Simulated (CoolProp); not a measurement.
Saturation properties of R115.

Model: reference Helmholtz-energy equation of state, Lemmon 2016, in CoolProp.

| T (K) | p (MPa) | liquid density (kg/m³) | vapour density (kg/m³) |
|---|---|---|---|
| 281.4 | 0.5671 | 1364 | ___ |
| 285 | 0.6299 | 1348 | 48.75 |
| 288.6 | 0.6977 | 1332 | 54.10 |
| 292.3 | 0.7728 | 1314 | 60.11 |
| 295.9 | 0.8515 | 1297 | 66.51 |
| 299.5 | ___ | 1279 | 73.51 |
| 303.1 | 1.026 | 1261 | 81.19 |
| 306.8 | 1.126 | 1241 | ___ |
| 310.4 | 1.230 | ___ | 99.18 |
| 314 | 1.340 | 1201 | ___ |
| 317.7 | 1.462 | 1178 | 121.2 |
| 321.3 | 1.588 | 1155 | 134.0 |
| 324.9 | 1.721 | 1131 | 148.4 |
| 328.5 | 1.864 | 1105 | 164.7 |

Q: Some entries are withheld; supply them.

A: 
- 281.4, vapour density (kg/m³): 43.86
- 299.5, p (MPa): 0.9359
- 306.8, vapour density (kg/m³): 89.87
- 310.4, liquid density (kg/m³): 1222
- 314, vapour density (kg/m³): 109.5

It boils at 233.9 K under 1 atm.
